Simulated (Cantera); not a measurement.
A perfectly stirred reactor is fed with H2 : O2 = 0.011 : 1 (molar parts), at 0.0263 atm; it is held at 1398 K, and followed from long to short residence time.

Detailed kinetics in Cantera: GRI-Mech 3.0 (53 species, 325 reactions). Radical loss at walls, strong at low pressure, is not modelled.

### Question
What does this change do: pressure from 0.0263 atm to 0.0365 atm?

### Answer
```json
[
 {"quantity": "x(H2) at τ = 1.20 s", "before": "1.78e-5", "after": "1.48e-5"},
 {"quantity": "x(O2) at τ = 1.20 s", "before": "0.987", "after": "0.988"},
 {"quantity": "x(OH) at τ = 1.20 s", "before": "0.000600", "after": "0.000493"},
 {"quantity": "x(H2O2) at τ = 1.20 s", "before": "1.06e-8", "after": "1.18e-8"},
 {"quantity": "x(H2O) at τ = 1.20 s", "before": "0.0106", "after": "0.0107"},
 {"quantity": "x(H2) at τ = 14.0 ms", "before": "0.000262", "after": "0.000211"},
 {"quantity": "x(O2) at τ = 14.0 ms", "before": "0.980", "after": "0.981"},
 {"quantity": "x(OH) at τ = 14.0 ms", "before": "0.00153", "after": "0.00142"},
 {"quantity": "x(H2O2) at τ = 14.0 ms", "before": "2.51e-8", "after": "3.22e-8"},
 {"quantity": "x(H2O) at τ = 14.0 ms", "before": "0.00971", "after": "0.00984"}
]
```

### Question
What does this change do: pressure from 0.0263 atm to 0.00306 atm?

### Answer
```tsv
quantity	before	after
x(H2) at τ = 1.20 s	1.78e-5	6.37e-5
x(O2) at τ = 1.20 s	0.987	0.980
x(OH) at τ = 1.20 s	0.000600	0.00136
x(H2O2) at τ = 1.20 s	1.06e-8	2.58e-9
x(H2O) at τ = 1.20 s	0.0106	0.0100
x(H2) at τ = 14.0 ms	0.000262	0.00153
x(O2) at τ = 14.0 ms	0.980	0.980
x(OH) at τ = 14.0 ms	0.00153	0.00222
x(H2O2) at τ = 14.0 ms	2.51e-8	4.97e-9
x(H2O) at τ = 14.0 ms	0.00971	0.00801
```
